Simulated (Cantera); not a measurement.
# Thermodynamics of oxide etching and cleaning by halides, feed MgO + HCl + H₂

Feed: 1 mol MgO, 2 mol HCl, 7.5 mol H₂, at 0.380 bar.

These are equilibrium values from Cantera (NASA tables, ideal gas, pure condensed phases), not measurements of a reactor. Candidate condensed phases: H₂O, Mg, MgCl₂, MgO, Mg(OH)₂; 22 gas species. Condensed phases not in the tables: MgOHCl. Rates play no part.

From 873 K to 973 K the condensed part is MgCl₂(s) + MgO(s). From 1073 K to 1873 K the condensed part is MgO(s). The main Mg-bearing gas is MgCl₂ throughout. The share of Mg in condensed phases is highest at 873 K (100.0 %) and lowest at 1873 K (69.0 %).

```tsv
T (K)	x H₂	x HCl	x H₂O	x MgCl₂	x H	x Mg	x Cl	x MgCl	n MgCl₂(s)	n MgO(s)
873	0.795	0.198	0.00676	8.48e-6	6.77e-11	<1e-12	1.67e-11	<1e-12	0.0637	0.936
973	0.791	0.207	0.00201	0.000244	1.56e-9	<1e-12	3.84e-10	<1e-12	0.0168	0.981
1073	0.789	0.207	0.00162	0.00162	2.02e-8	<1e-12	4.80e-9	2.40e-11	0	0.985
1173	0.789	0.204	0.00316	0.00316	1.70e-7	1.22e-11	3.84e-8	5.19e-10	0	0.970
1273	0.789	0.200	0.00548	0.00548	1.03e-6	3.63e-10	2.21e-7	6.85e-9	0	0.948
1373	0.789	0.193	0.00863	0.00863	4.80e-6	6.60e-9	9.74e-7	6.15e-8	0	0.918
1473	0.789	0.185	0.0126	0.0126	1.82e-5	8.15e-8	3.47e-6	4.07e-7	0	0.881
1573	0.789	0.176	0.0171	0.0171	5.86e-5	7.37e-7	1.04e-5	2.10e-6	0	0.837
1673	0.789	0.166	0.0221	0.0221	0.000164	5.16e-6	2.70e-5	8.88e-6	0	0.790
1773	0.789	0.156	0.0273	0.0273	0.000410	2.93e-5	6.22e-5	3.17e-5	0	0.740
1873	0.788	0.145	0.0326	0.0324	0.000930	0.000138	0.000130	9.82e-5	0	0.690
```
x: gas mole fraction; n: condensed amount in mol.
